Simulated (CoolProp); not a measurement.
Vapour-liquid equilibrium of R134a (1) + R236FA (2) at 325 kPa; x and y are mole fractions of (1).

Model: multi-fluid Helmholtz-energy mixture model, Tillner-Roth 1994 and Pan 2012; pair parameters Bell 2016, in CoolProp.

Problem. Give the bubble temperature and the first vapour's composition at x = 0.05, 0.85, 0.95. Is there an azeotrope?

Solution. x = 0.05: 28.5 °C, y = 0.101; x = 0.85: 5.9 °C, y = 0.932; x = 0.95: 3.9 °C, y = 0.979. No azeotrope shows between x = 0.05 and 0.95.

Pair parameters are fitted to limited data, so mixtures are less certain than the pure fluids.
